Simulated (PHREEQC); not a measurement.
Consider water at 25 °C with 0.0032 mol NaHSO4, 0.00031 mol Na2SO4 and 0.028 mol NaCl per kg of water. Closed to the air; pH follows from the charge balance.

Computed with PHREEQC (Pitzer model, pitzer.dat).

```tsv
quantity	before	after
pH	2.62	7.00
SO4-2 (mol/kgw)	0.00312	0.000310
HSO4- (mol/kgw)	0.000386	1.72e-9
SI of Mirabilite (Na2SO4:10H2O)	-4.76	-5.80
SI of Halite (NaCl)	-4.79	-4.82
```

Question: Which change was made?
(A) Na2SO4 from 0.00031 to 0.000279 mol/kgw
(B) NaHSO4 from 0.0032 to 0.0064 mol/kgw
(C) Na2SO4 from 0.00031 to 3.1e-05 mol/kgw
(D) NaHSO4 left out
(E) temperature from 25 to 20 °C

Answer: D, NaHSO4 left out

Precipitation was switched off in this run.
